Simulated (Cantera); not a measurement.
A jet of CH₄ : O₂ : N₂ = 0.021 : 0.063 : 0.79 (molar parts), equivalence ratio 0.67 at 300 K and 34.5 Torr hits a platinum plate 6.3 cm away at a mass flux of 0.056 kg/m²/s; the plate temperature is set and raised in steps from an oxygen-covered start.

Computed with Cantera and Deutschmann's 1995 Pt surface mechanism with GRI-Mech 3.0 gas chemistry. Catalytic surfaces can have several steady states; this one follows from the mechanism file's or the stated starting coverage.

x: mole fraction at the wall; θ: surface coverage.

```tsv
plate T (K)	wall x CH₄	wall x O₂	wall x H₂O	wall x OH	wall x CO	wall x CO₂	θ free Pt	θ O*
950	0.0112	0.0450	0.0238	9.78e-8	7.41e-6	0.0156	0.361	0.638
1000	___	___	___	___	7.96e-6	___	___	___
1050	0.00686	0.0357	0.0318	6.23e-7	8.66e-6	0.0209	0.522	0.477
1100	0.00560	0.0331	0.0340	1.34e-6	9.67e-6	0.0224	0.595	0.405
1150	___	0.0313	0.0356	___	___	0.0235	___	___
```

### Question
Fill in the missing entries.

### Answer

- 1000, wall x CH₄: 0.00868
- 1000, wall x O₂: 0.0395
- 1000, wall x H₂O: 0.0285
- 1000, wall x OH: 2.62e-7
- 1000, wall x CO₂: 0.0187
- 1000, θ free Pt: 0.443
- 1000, θ O*: 0.556
- 1150, wall x CH₄: 0.00471
- 1150, wall x OH: 2.65e-6
- 1150, wall x CO: 1.11e-5
- 1150, θ free Pt: 0.662
- 1150, θ O*: 0.338
